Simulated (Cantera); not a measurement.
A freely propagating, adiabatic, planar premixed flame of H₂ : O₂ : N₂ = 1 : 0.217 : 0.783 (molar parts), equivalence ratio 2.3, unburnt at 598 K and 105 Torr; mixture-averaged transport, grid criteria slope 0.08 and curve 0.16, no radiation.

Cantera simulation using the H2/O2 subset of GRI-Mech 3.0, which has no nitrogen chemistry; the numbers are that mechanism's predictions, not measurements. Burning velocities carry a grid error of a few per cent, more on coarse grids.

**Question.** Predict: laminar burning velocity; thermal thickness; peak x(HO₂); peak x(O); peak x(H₂O₂); peak x(OH).

**Answer.** 
| Item | Result |
|---|---|
| laminar burning velocity | 689 cm/s |
| thermal thickness | 5.79 mm |
| peak x(HO₂) | 4.19e-5 |
| peak x(O) | 0.00413 |
| peak x(H₂O₂) | 4.92e-7 |
| peak x(OH) | 0.00382 |
